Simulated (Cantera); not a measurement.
## Equilibrium for roasting and sulfation: MgCO₃ + H₂S + H₂O

Feed: 1 mol MgCO₃, 0.078 mol H₂S, 2.7 mol H₂O, at 11.0 bar.

These are equilibrium values from Cantera (NASA tables, ideal gas, pure condensed phases), not measurements of a reactor. Candidate condensed phases: C, C₆H₆, C₇H₈, C₈H₁₈, H₂O, H₂SO₄, Mg, MgCO₃, MgO, Mg(OH)₂, MgS, MgSO₄, S; 130 gas species. Gases not in the tables: S₃ to S₇. Equilibrium is a limit: real reactors are often held back by kinetics, nucleation or transport.

```tsv
T (K)	x H₂O	x CO₂	x H₂S	x H₂	n MgCO₃(s)	n MgO(s)
675	0.884	0.0907	0.0255	0.000181	0.723	0.277
725	0.714	0.265	0.0205	0.000298	0	1.00
775	0.714	0.265	0.0204	0.000533	0	1.00
825	0.714	0.264	0.0202	0.000887	0	1.00
875	0.714	0.264	0.0200	0.00139	0	1.00
925	0.713	0.264	0.0196	0.00207	0	1.00
975	0.712	0.264	0.0191	0.00296	0	1.00
1025	0.711	0.263	0.0185	0.00407	0	1.00
1075	0.710	0.262	0.0177	0.00540	0	1.00
1125	0.709	0.261	0.0167	0.00696	0	1.00
```
x: gas mole fraction; n: condensed amount in mol.

At 675 K the condensed part is MgCO₃(s) + MgO(s). From 725 K to 1125 K the condensed part is MgO(s).
